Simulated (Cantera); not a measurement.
Charge: 1 mol PbO, 70 mol H₂, held at 0.300 bar.

Cantera equilibrium calculation (NASA polynomials, part measured and part estimated; ideal gas, pure solids and liquids). Candidate condensed phases: H₂O, Pb, PbO, PbO₂, Pb₃O₄; 12 gas species. The numbers say what is thermodynamically allowed, not how fast it happens. All values below are at 1148 K.

Base state: H₂ 0.985, H₂O 0.0143, Pb 0.000934 (mole fractions); condensed: Pb(l).

Q: What changes in the equilibrium state with this change: PbO replaced by Hg?

A: 
| species | before | after |
|---|---|---|
| H₂ | 0.985 | 0.986 |
| Hg | 0 | 0.0141 |
| H₂O | 0.0143 | 0 |
| Pb | 0.000934 | 0 |
| Pb(l), mol | 0.935 | 0 |
Further candidate phases: Hg.

Q: What changes in the equilibrium state with this change: PbO replaced by Pb?

A: 
| species | before | after |
|---|---|---|
| H₂ | 0.985 | 0.999 |
| Pb | 0.000934 | 0.000934 |
| H₂O | 0.0143 | 0 |
| Pb(l), mol | 0.935 | 0.935 |
